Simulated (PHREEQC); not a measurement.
Solution (25 °C): 0.0023 mol/kgw HBr, 0.013 mol/kgw CaCl2 and 0.04 mol/kgw CuCl2. Closed to the air; pH follows from the charge balance.

Equilibrium calculation in PHREEQC: ion-association model, phreeqc.dat.

```
quantity                    before    after
------------------------  --------  -------
pH                            2.73     2.73
ionic strength (mol/kgw)     0.154    0.124
Cl- (mol/kgw)                0.102   0.0820
Cu+2 (mol/kgw)              0.0364   0.0369
CuCl+ (mol/kgw)            0.00353  0.00305
CuCl2 (mol/kgw)           0.000101  7.40e-5
```

Q: Name the change that produced these shifts.
(A) HBr left out
(B) HBr from 0.0023 to 0.0115 mol/kgw
(C) CuCl2 from 0.04 to 0.4 mol/kgw
(D) HBr from 0.0023 to 0.00046 mol/kgw
(E) CaCl2 from 0.013 to 0.0026 mol/kgw

A: E, CaCl2 from 0.013 to 0.0026 mol/kgw

This is a speciation only: nothing precipitates in the calculation.
